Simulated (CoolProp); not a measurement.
The fluid at 403.44 K and 2.78 MPa flows at 0.83 m/s in a round tube of 2 mm bore and 0.25 µm roughness, fully developed (64/Re and Nu = 3.66 if laminar; Colebrook and Gnielinski if turbulent). The same conditions are run with several fluids, on thermodynamics alone (safety and materials aside).

Computed with CoolProp (reference Helmholtz-energy equation of state of each fluid (nitrogen: Span 2000; methane: Setzmann 1991; R152A: Outcalt 1996; sulfur hexafluoride: Guder 2009; ammonia: Gao 2020)).

| fluid | Reynolds number | Darcy friction factor | pressure drop (Pa/m) | heat-transfer coefficient (W/(m² K)) | mass flow (kg/h) |
|---|---|---|---|---|---|
| nitrogen | [?] | 0.0379 | 150 | 61.9 | [?] |
| methane | [?] | 0.0421 | 97.6 | 95.0 | 0.126 |
| R152A | 7420 | 0.0336 | [?] | [?] | [?] |
| sulfur hexafluoride | 10500 | 0.0306 | [?] | 381 | 1.28 |
| ammonia | 1850 | 0.0346 | [?] | 75.4 | 0.147 |

**Question.** Some entries are withheld; supply them.

**Answer.** 
- nitrogen, Reynolds number: 1690
- nitrogen, mass flow (kg/h): 0.216
- methane, Reynolds number: 1520
- R152A, pressure drop (Pa/m): 408
- R152A, heat-transfer coefficient (W/(m² K)): 361
- R152A, mass flow (kg/h): 0.661
- sulfur hexafluoride, pressure drop (Pa/m): 720
- ammonia, pressure drop (Pa/m): 93.2

Transport values come from each fluid's own correlations; those of R152A are estimates that may be off by 10 % or more.
